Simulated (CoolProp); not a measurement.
A closed Brayton cycle with nitrogen: compressor inlet 331.15 K and 4.2 MPa, high pressure 8.58 MPa, turbine inlet 845 K, compressor efficiency 0.85, turbine efficiency 0.85, recuperator effectiveness 0.9 (on enthalpy, no pinch check). Each further row changes one setting.

Model: reference Helmholtz-energy equation of state, Span 2000, in CoolProp.

| case | thermal efficiency (%) | net work (kJ/kg) | compressor to turbine work | compressor exit (K) | turbine exit (K) |
|---|---|---|---|---|---|
| as stated | 27.4 | 48.8 | 0.66 | 420.2 | 720.8 |
| turbine inlet 795 K | 24.5 | 40.4 | 0.70 | 420.2 | 677.0 |
| compressor inlet 341.15 K | 26.0 | 45.9 | 0.68 | 432.8 | 720.8 |
| high pressure 7.29 MPa | 27.4 | 41.7 | 0.63 | 398.2 | 747.4 |
| recuperator effectiveness 0.5 | 15.8 | 48.8 | 0.66 | 420.2 | 720.8 |
